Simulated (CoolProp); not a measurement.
Vapour-liquid equilibrium of propylene (1) + isobutane (2) at 186.5 K; x and y are mole fractions of (1).

Values from CoolProp's multi-fluid Helmholtz-energy mixture model, Lemmon 2013 and Bücker 2006; pair parameters Bell 2016.

```tsv
x	bubble pressure, mixture model (MPa)	bubble pressure, Raoult's law (MPa)	y, mixture model	y, Raoult's law
0.05	0.002083	0.001807	0.396	0.308
0.125	0.002797	0.002545	___	0.548
0.2	0.003276	0.003282	0.657	0.679
0.275	0.003680	0.004020	0.713	0.763
0.35	0.004087	0.004757	___	0.820
0.425	0.004546	0.005495	___	0.862
0.5	0.005089	0.006232	0.849	0.894
0.575	___	0.006970	0.890	0.920
0.65	0.006523	0.007708	___	0.940
0.725	___	0.008445	0.954	0.957
0.8	0.008457	0.009183	0.975	0.971
0.875	0.009531	0.009920	0.989	0.983
0.95	0.01056	0.01066	0.997	0.994
```

**Question.** Some entries are withheld; supply them.

**Answer.** 
- 0.125, y, mixture model: 0.576
- 0.35, y, mixture model: 0.760
- 0.425, y, mixture model: 0.806
- 0.575, bubble pressure, mixture model (MPa): 0.005742
- 0.65, y, mixture model: 0.926
- 0.725, bubble pressure, mixture model (MPa): 0.007435

The largest gap from Raoult's law is -18.3 % in bubble pressure, at x = 0.5. No azeotrope shows between x = 0.05 and 0.95.

Pair parameters are fitted to limited data, so mixtures are less certain than the pure fluids. The gap from Raoult's law changes sign with composition, which may be real or a fault of the pair parameters; it wasn't checked against measurements.
